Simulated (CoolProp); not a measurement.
Model: reference Helmholtz-energy equation of state, Akasaka 2015, in CoolProp.

For R245fa, give the phase and the density (kg/m³), isothermal compressibility (1/MPa), conductivity (mW/(m K)) at 258.1 K and 7630 kPa.


- 258.1 K and 7630 kPa: liquid; density 1460, isothermal compressibility 0.00126, conductivity 107

Thermal conductivity comes from a separate model (Huber 2003), an estimate that may be off by 10 % or more.
